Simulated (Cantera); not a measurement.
A perfectly stirred reactor is fed with NO : N2 = 1 : 0.43 (molar parts), at 9.75 Torr; it is held at 1748 K, and followed from long to short residence time.

Detailed kinetics in Cantera: GRI-Mech 3.0 (53 species, 325 reactions). Radical loss at walls, strong at low pressure, is not modelled.

Task: What does this change do: pressure from 9.75 Torr to 1.01 bar?

Result: 
| quantity | before | after |
|---|---|---|
| x(NO) at τ = 0.330 s | 0.699 | 0.656 |
| x(N2) at τ = 0.330 s | 0.301 | 0.322 |
| x(N2O) at τ = 0.330 s | 0.000109 | 0.000172 |
| x(O2) at τ = 0.330 s | 0.000269 | 0.0210 |
| x(NO2) at τ = 0.330 s | 2.25e-5 | 0.000656 |
| x(NO) at τ = 9.20 ms | 0.699 | 0.698 |
| x(N2) at τ = 9.20 ms | 0.301 | 0.301 |
| x(N2O) at τ = 9.20 ms | 8.02e-6 | 0.000152 |
| x(O2) at τ = 9.20 ms | 2.72e-7 | 0.000437 |
| x(NO2) at τ = 9.20 ms | 9.27e-7 | 0.000293 |
